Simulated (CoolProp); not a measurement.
A single-stage vapour-compression cycle with R404A: evaporating at 220.15 K (dew point), condensing at 278.15 K (bubble point), superheat 5 K, subcooling 5 K, compressor efficiency 0.75, no pressure losses. Each further row changes one setting.

The numbers come from the reference Helmholtz-energy equation of state, Lemmon 2003 in CoolProp. It is a pseudo-pure fit of the blend.

```
case                              cooling COP  pressure ratio  discharge temperature (K)  refrigerating effect (kJ/kg)  volumetric capacity (kJ/m³)
--------------------------------  -----------  --------------  -------------------------  ----------------------------  ---------------------------
as stated                                2.19            10.3                      313.3                           139                          522
evaporating temperature 225.15 K         2.51               ?                      309.3                           143                          678
condensing temperature 273.15 K          2.47               ?                      307.0                           146                          548
subcooling 10 K                          2.30            10.3                      313.3                           146                          548
superheat 15 K                           2.20            10.3                      324.3                             ?                          525
compressor efficiency 0.65               1.90            10.3                      323.2                           139                          522
```

What belongs in the gaps?


- evaporating temperature 225.15 K, pressure ratio: 7.96
- condensing temperature 273.15 K, pressure ratio: 8.79
- superheat 15 K, refrigerating effect (kJ/kg): 147
